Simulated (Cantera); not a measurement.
## Thermodynamics of fluorocarbon and chlorocarbon gases, feed CH3Cl + HCl + CH4

Feed: 1 mol CH3Cl, 2.3 mol HCl, 0.56 mol CH4, equilibrated at 133 Pa.

These are equilibrium values from Cantera (NASA tables, ideal gas, pure condensed phases), not measurements of a reactor. Candidate condensed phases: C, C6H6, C7H8, C8H18; 103 gas species. Ions and electrons are included (thermal ionisation). The tables' values for CCl are old estimates; treat these amounts as uncertain. The numbers say what is thermodynamically allowed, not how fast it happens.

From 2500 K to 2750 K the condensed part is C(graphite). From 3000 K to 5000 K nothing is condensed. The main C-bearing gas is C2H2 (acetylene) at 2500 K and C at 5000 K.

| T (K) | log p H | log p Cl | log p H2 | log p HCl | log p C | log p C3 | log p C2 | n C(graphite) |
|---|---|---|---|---|---|---|---|---|
| 2500 | -3.36 | -3.53 | -3.52 | -3.54 | -6.78 | -6.30 | -7.34 | 1.51 |
| 2750 | -3.14 | -3.43 | -3.94 | -4.07 | -5.42 | -4.77 | -5.79 | 1.06 |
| 3000 | -3.08 | -3.42 | -4.56 | -4.74 | -4.57 | -4.35 | -5.06 | 0 |
| 3250 | -3.08 | -3.43 | -5.17 | -5.35 | -4.08 | -4.66 | -4.89 | 0 |
| 3500 | -3.09 | -3.45 | -5.72 | -5.90 | -3.84 | -5.48 | -5.11 | 0 |
| 3750 | -3.09 | -3.45 | -6.18 | -6.36 | -3.79 | -6.65 | -5.62 | 0 |
| 4000 | -3.09 | -3.45 | -6.59 | -6.76 | -3.78 | -7.79 | -6.13 | 0 |
| 4250 | -3.09 | -3.45 | -6.94 | -7.11 | -3.78 | -8.82 | -6.60 | 0 |
| 4500 | -3.09 | -3.45 | -7.26 | -7.43 | -3.78 | -9.73 | -7.02 | 0 |
| 4750 | -3.09 | -3.45 | -7.54 | -7.71 | -3.78 | -10.56 | -7.39 | 0 |
| 5000 | -3.09 | -3.45 | -7.80 | -7.96 | -3.78 | -11.30 | -7.73 | 0 |
log p: log10 of the partial pressure in bar; n: condensed amount in mol.
